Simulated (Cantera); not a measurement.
Charge: 1 mol SiH4, 14 mol N2, equilibrated at 1575 K.

These are equilibrium values from Cantera (NASA tables, ideal gas, pure condensed phases), not measurements of a reactor. Candidate condensed phases: Si, Si3N4; 18 gas species. Equilibrium is a limit: real reactors are often held back by kinetics, nucleation or transport.

x: gas mole fraction; n: condensed amount in mol.

| P (Pa) | x N2 | x H2 | x H | x Si | n Si(s) | n Si3N4(s) |
|---|---|---|---|---|---|---|
| 5 | 0.873 | 0.124 | 0.00207 | … | 0.981 | 0 |
| 17 | 0.874 | 0.124 | 0.00112 | … | 0.994 | 0 |
| 59 | 0.869 | 0.130 | 0.000617 | … | 0 | 0.333 |
| 210 | 0.869 | 0.130 | 0.000327 | … | 0 | 0.333 |
| 710 | 0.869 | 0.130 | 0.000178 | … | 0 | 0.333 |
| 2400 | 0.870 | 0.130 | 9.69e-5 | … | 0 | 0.333 |
| 8400 | 0.870 | 0.130 | 5.18e-5 | … | 0 | 0.333 |
| 29000 | 0.870 | 0.130 | 2.79e-5 | … | 0 | 0.333 |
| 100000 | 0.870 | 0.130 | 1.50e-5 | … | 0 | 0.333 |

Problem. Some entries are withheld; supply them.

Solution. 
- 5, x Si: 0.00115
- 17, x Si: 0.000338
- 59, x Si: 5.07e-5
- 210, x Si: 6.11e-6
- 710, x Si: 8.02e-7
- 2400, x Si: 1.05e-7
- 8400, x Si: 1.31e-8
- 29000, x Si: 1.66e-9
- 100000, x Si: 2.10e-10
